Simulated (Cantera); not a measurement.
What does this Cantera script print?

```python
import numpy as np
import cantera as ct

gas_names = """
    H HNO HNO2 HNO3 HO2 H2 H2O H2O2 N NH NH2 NH3 NH2OH NO NO2 NO3 N2 N2H2 N2H4 N2O O OH O2 O3 Si SiH
    SiH2 SiH3 SiH4 SiN SiO SiO2 Si2 Si2N Si3
""".split()
cond_names = """
    H2O(s) H2O(L) Si(cr) Si(L) SiO2(Lqz) SiO2(hqz) SiO2(L) Si2N2O(s) Si3N4(a)
""".split()


# ... load() reads the species with a 1 bar reference pressure and builds the phases ...
atoms = {
    'Si3N4': {'Si': 3, 'N': 4},
    'H2O': {'H': 2, 'O': 1},
    'N2': {'N': 2},
    'N2O': {'N': 2, 'O': 1},
}
top_T = {'Si2N2O(s)': 2100, 'Si3N4(a)': 2400}  # K; cautious upper limits of use, not melting points


# ... equilibrate(T, P, feed) seeds the gas with the atoms and calls Mixture.equilibrate('TP', solver="vcs", rtol=1e-11, max_steps=5000) ...
results = []
feed = {'Si3N4': 1, 'H2O': 0.0013, 'N2': 3.4, 'N2O': 1}  # mol
T = 1248.15  # K
P = 100000  # Pa
mix = equilibrate(T, P, feed)
results.append((T, P, feed, dict(zip(mix.species_names, mix.species_moles))))
print(gas.report(threshold=1e-06))
for i in range(1, mix.n_phases):
    print(f"{mix.phase(i).name:16s} {mix.phase_moles(i):12.5e} mol")
```

It prints:

```
       temperature   1248.2 K
          pressure   1e+05 Pa
           density   0.26988 kg/m^3
  mean mol. weight   28.007 kg/kmol
   phase of matter   gas

                          1 kg             1 kmol
                     ---------------   ---------------
          enthalpy        1.0613e+06        2.9724e+07  J
   internal energy        6.9077e+05        1.9346e+07  J
           entropy            8410.5        2.3555e+05  J/K
    Gibbs function       -9.4363e+06       -2.6428e+08  J
 heat capacity c_p            1208.3             33842  J/K
 heat capacity c_v            911.47             25527  J/K

                      mass frac. Y      mole frac. X     chem. pot. / RT
                     ---------------   ---------------   ---------------
                H2        1.9762e-05        0.00027454           -26.285
                N2           0.99998           0.99973           -25.466
     [  +33 minor]         7.103e-10        8.4627e-09

Si(cr)            0.00000e+00 mol
SiO2(hqz)         0.00000e+00 mol
Si2N2O(s)         1.00130e+00 mol
Si3N4(a)          3.32467e-01 mol
```

These are equilibrium values from Cantera (NASA tables, ideal gas, pure condensed phases), not measurements of a reactor. Mutual solubility and eutectic melting of coexisting phases are not modelled.
